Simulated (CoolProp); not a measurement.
Vapour-liquid equilibrium of cyclohexane (1) + ethylbenzene (2) at 447.7 K; x and y are mole fractions of (1).

Values from CoolProp's multi-fluid Helmholtz-energy mixture model, Zhou 2014 and Zhou 2012; pair parameters Bell 2016.

### Question
Give the bubble pressure and the first vapour's composition at x = 0.2, 0.275, 0.725. Is there an azeotrope?

### Answer
x = 0.2: 0.3943 MPa, y = 0.453; x = 0.275: 0.4444 MPa, y = 0.551; x = 0.725: 0.7187 MPa, y = 0.873. No azeotrope shows between x = 0.05 and 0.95.

The pair parameters rest on a limited set of measurements; away from them the model extrapolates.
